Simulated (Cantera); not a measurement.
A perfectly stirred reactor is fed with CH4 : C2H6 : C3H8 : O2 : N2 : CO2 = 1 : 0.058 : 0.27 : 3.55 : 13.4 : 3.1 (molar parts), at 750 Torr; it is adiabatic with a 548 K inlet, and is followed from long to short residence time, starting on the burning branch (τ in s: 0.04, 0.018, 0.008, 0.0036, 0.0016, 0.00072, 0.00032, 0.00014, 6.4e-05).

Cantera simulation using GRI-Mech 3.0 (53 species, 325 reactions); the numbers are that mechanism's predictions, not measurements.

Problem. What does this change do: N2 13.4 to 9.8 parts?

Solution. 
```
quantity                                                                       before                                after
------------------------------------------------  -----------------------------------  -----------------------------------
blow-out, bracketed by the residence times tried  burning at 0.140 ms, out at 64.0 µs  burning at 0.140 ms, out at 64.0 µs
x(CH4) at τ = 40.0 ms                                                         6.70e-6                              4.48e-6
x(C2H6) at τ = 40.0 ms                                                        6.67e-8                              3.40e-8
x(C3H8) at τ = 40.0 ms                                                        2.91e-7                              1.69e-7
x(CH2O) at τ = 40.0 ms                                                        1.64e-6                              1.22e-6
x(O2) at τ = 40.0 ms                                                          0.00945                               0.0130
x(CH4) at τ = 1.60 ms                                                         7.34e-5                              5.33e-5
x(C2H6) at τ = 1.60 ms                                                        1.05e-6                              7.25e-7
x(C3H8) at τ = 1.60 ms                                                        4.10e-6                              2.94e-6
x(CH2O) at τ = 1.60 ms                                                        1.47e-5                              1.29e-5
x(O2) at τ = 1.60 ms                                                           0.0195                               0.0243
```

Problem. What does this change do: 1.3 parts H2 added?

Solution. 
```csv
quantity,before,after
"blow-out, bracketed by the residence times tried","burning at 0.140 ms, out at 64.0 µs","burning at 0.140 ms, out at 64.0 µs"
x(CH4) at τ = 40.0 ms,6.70e-6,7.72e-6
x(C2H6) at τ = 40.0 ms,6.67e-8,5.97e-8
x(C3H8) at τ = 40.0 ms,2.91e-7,2.28e-7
x(CH2O) at τ = 40.0 ms,1.64e-6,1.45e-6
x(O2) at τ = 40.0 ms,0.00945,0.00158
x(CH4) at τ = 1.60 ms,7.34e-5,6.04e-5
x(C2H6) at τ = 1.60 ms,1.05e-6,7.91e-7
x(C3H8) at τ = 1.60 ms,4.10e-6,2.80e-6
x(CH2O) at τ = 1.60 ms,1.47e-5,1.07e-5
x(O2) at τ = 1.60 ms,0.0195,0.00779
```

Problem. What does this change do: inlet temperature 548 to 350 K?

Solution. 
```json
[
 {"quantity": "blow-out, bracketed by the residence times tried", "before": "burning at 0.140 ms, out at 64.0 µs", "after": "burning at 0.320 ms, out at 0.140 ms"},
 {"quantity": "x(CH4) at τ = 40.0 ms", "before": "6.70e-6", "after": "9.44e-6"},
 {"quantity": "x(C2H6) at τ = 40.0 ms", "before": "6.67e-8", "after": "1.12e-7"},
 {"quantity": "x(C3H8) at τ = 40.0 ms", "before": "2.91e-7", "after": "4.66e-7"},
 {"quantity": "x(CH2O) at τ = 40.0 ms", "before": "1.64e-6", "after": "2.11e-6"},
 {"quantity": "x(O2) at τ = 40.0 ms", "before": "0.00945", "after": "0.00834"},
 {"quantity": "x(CH4) at τ = 1.60 ms", "before": "7.34e-5", "after": "0.000108"},
 {"quantity": "x(C2H6) at τ = 1.60 ms", "before": "1.05e-6", "after": "1.52e-6"},
 {"quantity": "x(C3H8) at τ = 1.60 ms", "before": "4.10e-6", "after": "5.92e-6"},
 {"quantity": "x(CH2O) at τ = 1.60 ms", "before": "1.47e-5", "after": "1.86e-5"},
 {"quantity": "x(O2) at τ = 1.60 ms", "before": "0.0195", "after": "0.0179"}
]
```
